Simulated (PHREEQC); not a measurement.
Dissolve 0.029 mol/kgw CuCl2 at 64 °C. Closed to the air; pH follows from the charge balance.

Model: ion-association model, wateq4f.dat, run in PHREEQC.

The ionic strength comes out as 0.0731 mol/kgw. What activity coefficients do Cu2(OH)2+2, CuCl+, H+, CuOH+, Cu+2 get?

Cu2(OH)2+2 0.38, CuCl+ 0.78, H+ 0.83, CuOH+ 0.78, Cu+2 0.41.

No solid was allowed to form. The solution is supersaturated, for example in Atacamite, so a real one may precipitate; this is no full list. Species that the database lacks are ignored. Constants without temperature data keep their 25 °C values here.
